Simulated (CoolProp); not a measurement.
Ethane along the isotherm 185.9 K: fugacity coefficient from the reference equation and from simpler models built on Tc = 305.3 K, pc = 4872 kPa, ω = 0.099; each cubic takes its own stable root.

Computed with CoolProp (reference Helmholtz-energy equation of state, Bücker 2006).

```json
[
 {"p (kPa)": "3050", "phase": "liquid", "reference": "0.03830", "van der Waals": "0.1586", "Redlich-Kwong": "0.04115", "Soave-Redlich-Kwong": "0.03807", "Peng-Robinson": "0.03832"},
 {"p (kPa)": "6090", "phase": "liquid", "reference": "0.02137", "van der Waals": "0.09355", "Redlich-Kwong": "0.02306", "Soave-Redlich-Kwong": "0.02133", "Peng-Robinson": "0.02120"},
 {"p (kPa)": "9140", "phase": "liquid", "reference": "0.01586", "van der Waals": "0.07333", "Redlich-Kwong": "0.01719", "Soave-Redlich-Kwong": "0.01589", "Peng-Robinson": "0.01560"},
 {"p (kPa)": "12200", "phase": "liquid", "reference": "0.01324", "van der Waals": "0.06455", "Redlich-Kwong": "0.01440", "Soave-Redlich-Kwong": "0.01331", "Peng-Robinson": "0.01290"},
 {"p (kPa)": "15200", "phase": "liquid", "reference": "[?]", "van der Waals": "0.06059", "Redlich-Kwong": "0.01288", "Soave-Redlich-Kwong": "0.01190", "Peng-Robinson": "0.01140"},
 {"p (kPa)": "18300", "phase": "liquid", "reference": "0.01093", "van der Waals": "0.05908", "Redlich-Kwong": "0.01197", "Soave-Redlich-Kwong": "0.01105", "Peng-Robinson": "0.01046"},
 {"p (kPa)": "21300", "phase": "liquid", "reference": "0.01042", "van der Waals": "0.05922", "Redlich-Kwong": "0.01145", "Soave-Redlich-Kwong": "0.01057", "Peng-Robinson": "0.009886"},
 {"p (kPa)": "24400", "phase": "liquid", "reference": "0.01013", "van der Waals": "0.06055", "Redlich-Kwong": "0.01117", "Soave-Redlich-Kwong": "[?]", "Peng-Robinson": "0.009522"},
 {"p (kPa)": "27400", "phase": "liquid", "reference": "0.01000", "van der Waals": "0.06278", "Redlich-Kwong": "0.01106", "Soave-Redlich-Kwong": "0.01021", "Peng-Robinson": "0.009323"},
 {"p (kPa)": "30500", "phase": "liquid", "reference": "0.009997", "van der Waals": "0.06594", "Redlich-Kwong": "0.01109", "Soave-Redlich-Kwong": "0.01023", "Peng-Robinson": "[?]"},
 {"p (kPa)": "33500", "phase": "liquid", "reference": "0.01009", "van der Waals": "0.06978", "Redlich-Kwong": "0.01122", "Soave-Redlich-Kwong": "[?]", "Peng-Robinson": "[?]"},
 {"p (kPa)": "36500", "phase": "liquid", "reference": "0.01026", "van der Waals": "0.07439", "Redlich-Kwong": "0.01145", "Soave-Redlich-Kwong": "0.01056", "Peng-Robinson": "0.009312"},
 {"p (kPa)": "39600", "phase": "liquid", "reference": "0.01050", "van der Waals": "0.07998", "Redlich-Kwong": "0.01176", "Soave-Redlich-Kwong": "0.01084", "Peng-Robinson": "0.009454"},
 {"p (kPa)": "42600", "phase": "liquid", "reference": "0.01081", "van der Waals": "0.08624", "Redlich-Kwong": "0.01214", "Soave-Redlich-Kwong": "0.01119", "Peng-Robinson": "0.009647"},
 {"p (kPa)": "45700", "phase": "liquid", "reference": "0.01119", "van der Waals": "0.09366", "Redlich-Kwong": "0.01260", "Soave-Redlich-Kwong": "0.01161", "Peng-Robinson": "0.009899"},
 {"p (kPa)": "48700", "phase": "liquid", "reference": "0.01162", "van der Waals": "0.1018", "Redlich-Kwong": "0.01312", "Soave-Redlich-Kwong": "0.01209", "Peng-Robinson": "[?]"}
]
```

Task: Complete the blanks.

Result: 
- 15200, reference: 0.01181
- 24400, Soave-Redlich-Kwong: 0.01031
- 30500, Peng-Robinson: 0.009234
- 33500, Soave-Redlich-Kwong: 0.01035
- 33500, Peng-Robinson: 0.009237
- 48700, Peng-Robinson: 0.01019
